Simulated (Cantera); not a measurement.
Input: 1 mol Fe2O3, 4.4 mol H2, 1.6 mol H2O, equilibrated at 1327 °C and 23.0 mbar.

Method: chemical equilibrium by Gibbs-energy minimisation in Cantera with the NASA 1993 tables (ideal gas, pure condensed phases). Candidate condensed phases: Fe, FeO, Fe(OH)2, Fe(OH)3, Fe2O3, Fe3O4, H2O; 12 gas species. The tables' stoichiometric FeO is somewhat more stable than real wüstite, so its field is too wide. FeO: taken at fixed stoichiometry. Kinetics and transport are ignored.

Base state: H2 0.566, H2O 0.433, H 0.000270, Fe 2.85e-5, Fe(OH)2 1.65e-5 (mole fractions); condensed: FeO(s).

Problem. What changes in the equilibrium state with this change: temperature from 1327 °C to 1752 °C?

Solution. 
| species | before | after |
|---|---|---|
| H2 | 0.566 | 0.540 |
| H2O | 0.433 | 0.437 |
| Fe | 2.85e-5 | 0.0122 |
| H | 0.000270 | 0.00933 |
| FeO | 1.30e-7 | 0.000208 |
| OH | 8.08e-6 | 0.000789 |
| Fe(OH)2 | 1.65e-5 | 0.000193 |
| FeO(s), mol | 2.00 | 0 |
| FeO(l), mol | 0 | 1.92 |
